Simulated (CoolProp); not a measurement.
Propylene at 355.01 K and 0.42 MPa is compressed adiabatically to 2.2 MPa with isentropic efficiency 0.75. Each further row changes one setting.

Computed with CoolProp (reference Helmholtz-energy equation of state, Lemmon 2013).

```csv
case,work (kJ/kg),final temperature (K),final density (kg/m³)
as stated,160,448.4,27.2
efficiency 1,120,430.1,28.8
efficiency 0.65,185,459.4,26.3
```
